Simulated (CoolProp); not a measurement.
The fluid at 293.15 K and 0.762 MPa flows at 0.33 m/s in a round tube of 100 mm bore and 1.5 µm roughness, fully developed (64/Re and Nu = 3.66 if laminar; Colebrook and Gnielinski if turbulent). The same conditions are run with several fluids, on thermodynamics alone (safety and materials aside).

The numbers come from the reference Helmholtz-energy equation of state of each fluid (R123: Younglove 1994; n-hexane: Thol 2019; n-heptane: Span 2003; R124: de Vries 1995; R141b: Lemmon 2006) in CoolProp.

Q: Rank R123, n-hexane, n-heptane, R124, R141b by Reynolds number, highest first.

A: R124 (170000), R123 (109000), R141b (94400), n-hexane (69100), n-heptane (54400)

```csv
fluid,Darcy friction factor,pressure drop (Pa/m),heat-transfer coefficient (W/(m² K)),mass flow (kg/h)
R123,0.0177,14.3,466,13800
n-hexane,0.0195,7.02,491,6160
n-heptane,0.0206,7.66,451,6390
R124,0.0163,12.2,538,12800
R141b,0.0183,12.4,471,11600
```

Transport values come from each fluid's own correlations; those of R124, R141b are estimates that may be off by 10 % or more.
